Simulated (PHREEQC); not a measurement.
PHREEQC input (ion-association model, wateq4f.dat):

```
SOLUTION_MASTER_SPECIES
  Amm  AmmH+  0  AmmH  17.031  # ammonia with no redox link, constants of NH4+
SOLUTION_SPECIES
  PO4-3 + 3H+ = H3PO4  # constants of phreeqc.dat
    -log_k 21.721
    -delta_h -10.1 kJ
  AmmH+ = AmmH+
    -log_k 0
  AmmH+ = Amm + H+
    -log_k -9.252
    -delta_h 12.48 kcal
    -analytic 0.6322 -0.001225 -2835.76
    -gamma 2.5 0.0
  AmmH+ + SO4-2 = AmmHSO4-
    -log_k 1.11
    -gamma 5.0 0.0
PHASES
  Amm(g)
    Amm = Amm
    -log_k 1.770
    -delta_h -8.170 kcal
EXCHANGE_SPECIES
  AmmH+ + X- = AmmHX
    -log_k 0.6
SOLUTION 1
  temp 20
  units mol/kgw
  pH 7 charge
  F 0.075
  Cs 0.002
  P 0.059
SOLUTION 2
  temp 20
  units mol/kgw
  pH 7 charge
  F 0.0486
  Amm 0.0088
  P 0.006
END
SELECTED_OUTPUT 1
  -reset false
  -pH true
  -pe true
  -ionic_strength true
  -water true
  -totals Amm Cs F P
  -molalities H+ Cs+ F- PO4-3 HPO4-2 H2PO4- O2 OH- HF HF2-
    H2F2 AmmH+ Amm H3PO4
PRINT
  -reset false
MIX 1
  1 1
  2 0
EQUILIBRIUM_PHASES 1
  O2(g) -0.68 10
END
# ... the last block is repeated for the other 20 points of share of solution B
```

Selected output (columns that matter, 17 of 21 rows; share of solution B added in front):

```
share of solution B	pH	mu	Amm	Cs	F	P	m_H+	m_Cs+	m_F-	m_H2PO4-	m_OH-	m_HF	m_H2F2	m_H3PO4
0	1.7523	0.021944	0	0.002	0.075	0.059	0.019944	0.002	0.0025679	0.018867	4.4372e-13	0.053499	0.0089584	0.040132
0.05	1.7678	0.021573	0.00044	0.0019	0.07368	0.05635	0.019233	0.0019	0.0026169	0.018446	4.5932e-13	0.052676	0.0086839	0.037904
0.1	1.784	0.021194	0.00088	0.0018	0.07236	0.0537	0.018514	0.0018	0.0026705	0.018011	4.7632e-13	0.051844	0.008411	0.035689
0.2	1.8192	0.020407	0.00176	0.0016	0.06972	0.0484	0.017047	0.0016	0.0027942	0.017094	5.1537e-13	0.050151	0.0078694	0.031306
0.25	1.8383	0.019998	0.0022	0.0015	0.0684	0.04575	0.016298	0.0015	0.0028661	0.01661	5.3797e-13	0.049289	0.0076004	0.02914
0.3	1.8587	0.019579	0.00264	0.0014	0.06708	0.0431	0.015539	0.0014	0.0029462	0.016105	5.6308e-13	0.048415	0.0073324	0.026995
0.4	1.9036	0.018706	0.00352	0.0012	0.06444	0.0378	0.013986	0.0012	0.0031372	0.015028	6.2283e-13	0.046624	0.0067988	0.022772
0.45	1.9286	0.018251	0.00396	0.0011	0.06312	0.03515	0.013191	0.0011	0.0032523	0.014449	6.5878e-13	0.045704	0.0065325	0.0207
0.5	1.9555	0.017784	0.0044	0.001	0.0618	0.0325	0.012384	0.001	0.003384	0.01384	6.9998e-13	0.044765	0.006266	0.01866
0.55	1.9848	0.017304	0.00484	0.0009	0.06048	0.02985	0.011564	0.0009	0.0035362	0.013195	7.4768e-13	0.043802	0.0059987	0.016655
0.6	2.0168	0.01681	0.00528	0.0008	0.05916	0.0272	0.01073	0.0008	0.0037138	0.012509	8.0354e-13	0.042812	0.0057299	0.014691
0.7	2.0909	0.015786	0.00616	0.0006	0.05652	0.0219	0.0090261	0.0006	0.0041735	0.010985	9.4965e-13	0.040724	0.0051835	0.010915
0.75	2.1342	0.015258	0.0066	0.0005	0.0552	0.01925	0.008158	0.0005	0.0044763	0.010127	1.0474e-12	0.039609	0.0049028	0.0091231
0.8	2.1829	0.014723	0.00704	0.0004	0.05388	0.0166	0.007283	0.0004	0.0048478	0.0091872	1.1694e-12	0.038428	0.0046143	0.0074127
0.9	2.3006	0.013659	0.00792	0.0002	0.05124	0.0113	0.0055385	0.0002	0.0058944	0.0069852	1.5275e-12	0.035787	0.0040008	0.0043146
0.95	2.372	0.013152	0.00836	0.0001	0.04992	0.00865	0.0046916	0.0001	0.0066394	0.0056723	1.7972e-12	0.034266	0.0036676	0.0029776
1	2.4534	0.012685	0.0088	0	0.0486	0.006	0.0038847	0	0.0075939	0.0041782	2.1637e-12	0.032559	0.003311	0.0018217
```

wateq4f.dat counts part of the HF as a dimer, H2F2, which phreeqc.dat doesn't know; its constant is uncertain. H3PO4, which wateq4f.dat lacks, is added to it with the constant of phreeqc.dat.
